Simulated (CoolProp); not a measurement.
n-perfluorohexane along the isobar 9.05 MPa: density (kg/m³) from the reference equation and from simpler models built on Tc = 448.0 K, pc = 1.742 MPa, ω = 0.497; each cubic takes its own stable root.

The numbers come from the reference Helmholtz-energy equation of state, Gao 2022 in CoolProp.

| T (K) | phase | reference |
|---|---|---|
| 276.2 | liquid | 1770 |
| 287.8 | liquid | 1740 |
| 299.4 | liquid | 1710 |
| 311 | liquid | 1680 |
| 322.6 | liquid | 1649 |
| 334.2 | liquid | 1619 |
| 345.7 | liquid | 1588 |
| 357.3 | liquid | 1556 |
| 368.9 | liquid | 1523 |
| 380.5 | liquid | 1490 |
| 392.1 | liquid | 1456 |
| 403.7 | liquid | 1421 |
| 415.2 | liquid | 1385 |
| 426.8 | liquid | 1348 |
| 438.4 | liquid | 1310 |
| 450 | supercritical | 1271 |

**Question.** How far does each simpler model (van der Waals, Soave-Redlich-Kwong, Peng-Robinson) lie from the reference over these 16 states: mean and median of the absolute difference, and the worst?

**Answer.** 
- van der Waals: mean 36.8 %, median 37.3 %, worst -40.8 % at 276.2 K and 9.05 MPa
- Soave-Redlich-Kwong: mean 11.4 %, median 11.2 %, worst -12.3 % at 276.2 K and 9.05 MPa
- Peng-Robinson: mean 0.7 %, median 0.5 %, worst -2.0 % at 450 K and 9.05 MPa
